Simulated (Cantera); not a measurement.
Feed: 1 mol Si, 0.66 mol Br2, 40 mol N2, at 725 K and 25.0 mbar.

Equilibrium computed with Cantera from the NASA thermochemical tables; the gas is ideal and each condensed phase is pure. Candidate condensed phases: Br2, Si, Si3N4; 13 gas species. N2 is the only nitrogen source here; it is nearly inert below about 1500 K, so the nitride shown seldom forms there in practice. Equilibrium is a limit: real reactors are often held back by kinetics, nucleation or transport.

Base state: N2 0.992, SiBr4 0.00827 (mole fractions); condensed: Si3N4(s).

**Question.** What changes in the equilibrium state with this change: Br2 from 0.66 to 1.1 mol?

**Answer.** 
```json
[
 {"species": "N2", "before": "0.992", "after": "0.986"},
 {"species": "SiBr4", "before": "0.00827", "after": "0.0137"},
 {"species": "Si3N4(s), mol", "before": "0.223", "after": "0.150"}
]
```
